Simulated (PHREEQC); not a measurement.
Dissolve 0.86 mol Na2CO3 per kg of water at 25 °C. Closed to the air; pH follows from the charge balance.

Model: Pitzer model, pitzer.dat, run in PHREEQC.

| quantity | before | after |
|---|---|---|
| pH | 11.68 | 10.96 |
| HCO3- (mol/kgw) | 0.00665 | 0.00107 |
| CO2 (mol/kgw) | 9.37e-9 | 2.39e-8 |
| SI of Natron (Na2CO3:10H2O) | -0.75 | -5.22 |
| SI of Nahcolite (NaHCO3) | -2.27 | -4.43 |

Problem. Name the change that produced these shifts.
(A) Na2CO3 from 0.86 to 0.086 mol/kgw
(B) diluted 100-fold with water
(C) 0.013 mol/kgw Ca(OH)2 added
(D) diluted 5-fold with water
(E) diluted 2-fold with water

Solution. B, diluted 100-fold with water

No solid was allowed to form. In brines, pH and single-ion activities rest on the MacInnes convention.
